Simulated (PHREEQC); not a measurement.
0.051 g of hydrous ferric oxide (600 m²/g; 0.2 weak and 0.005 strong sites per Fe, Dzombak-Morel constants, diffuse double layer) in 1 kg of water with 0.05 mol/kgw of an inert sodium salt and 3e-07 mol/kgw CaCl2, at 25 °C; the pH is set by adding NaOH or the inert anion's acid. Oxygen is held at 0.21 atm. CO2 from the air is kept out. Precipitation was switched off in this run.

Equilibrium calculation in PHREEQC: ion-association model, wateq4f.dat.

**Question.** Predict surface charge σ (C/m²), surface potential ψ (mV) at pH = 3.5, 4, 7.5, 8.5, 9.

**Answer.** 
| pH | surface charge σ (C/m²) | surface potential ψ (mV) |
|---|---|---|
| 3.5 | 0.335 | 166 |
| 4 | 0.294 | 160 |
| 7.5 | 0.017 | 31 |
| 8.5 | -0.010 | -20 |
| 9 | -0.026 | -45 |

The oxide is taken as insoluble; below pH 4 it would dissolve.
